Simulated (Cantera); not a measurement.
Input: 1 mol CCl4, 0.23 mol CH4, 0.25 mol HCl, held at 2448.15 K and 13.3 mbar.

Equilibrium computed with Cantera from the NASA thermochemical tables; the gas is ideal and each condensed phase is pure. Candidate condensed phases: C, C6H6, C7H8, C8H18; 91 gas species. Equilibrium is a limit: real reactors are often held back by kinetics, nucleation or transport.

Base state: Cl 0.728, HCl 0.261, H 0.00758, H2 0.00193, Cl2 0.000783, C2HCl 2.38e-5, C2H2 (acetylene) 1.67e-5, C3 1.63e-5 (mole fractions); condensed: C(graphite).

Problem. What changes in the equilibrium state with this change: CCl4 replaced by CH2F2?

Solution. 
```csv
species,before,after
HF,0,0.705
H2,0.00193,0.140
HCl,0.261,0.0665
Cl,0.728,0.0218
H,0.00758,0.0646
F,0,0.000592
CF,0,1.64e-5
Cl2,0.000783,6.99e-7
C2H2 (acetylene),1.67e-5,0.00121
"C(graphite), mol",1.23,1.22
```
